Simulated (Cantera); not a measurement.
Charge: 1 mol CH3SiH3, 0.026 mol C2H2, 200 mol H2, at 2200 K and 2.70 mbar.

Equilibrium computed with Cantera from the NASA thermochemical tables; the gas is ideal and each condensed phase is pure. Candidate condensed phases: C, C6H6, C7H8, C8H18, Si, SiC; 87 gas species. The feed counts by its element totals alone. The numbers say what is thermodynamically allowed, not how fast it happens.

Base state: H2 0.891, H 0.102, Si 0.00407, C2H2 (acetylene) 0.00205, SiC2 0.000351, SiH 8.84e-5, Si2C 6.29e-5 (mole fractions); condensed: gas only.

Q: What changes in the equilibrium state with this change: 0.59 mol N2 added?

A: 
```tsv
species	before	after
H2	0.891	0.888
H	0.102	0.102
Si	0.00407	0.00415
N2	0	0.00215
HCN	0	0.00108
HNC	0	8.56e-5
C2H2 (acetylene)	0.00205	0.00154
```
Further candidate phases: Si3N4.

Q: What changes in the equilibrium state with this change: temperature from 2200 K to 2398 K?

A: 
```csv
species,before,after
H2,0.891,0.734
H,0.102,0.260
Si,0.00407,0.00391
Si2C,6.29e-5,6.88e-6
C2H,8.15e-6,3.85e-5
SiH,8.84e-5,5.41e-5
SiC2,0.000351,0.000279
```

Q: What changes in the equilibrium state with this change: temperature from 2200 K to 2098.15 K?

A: 
```tsv
species	before	after
H2	0.891	0.937
H	0.102	0.0574
Si	0.00407	0.00375
C2H2 (acetylene)	0.00205	0.00134
Si2C	6.29e-5	0.000152
SiH2	7.92e-6	1.31e-5
SiC2	0.000351	0.000240
SiH	8.84e-5	0.000103
C(graphite), mol	0	0.283
SiC(s), mol	0	0.0716
```
Gases not in the tables: Si2H6 and higher silanes.
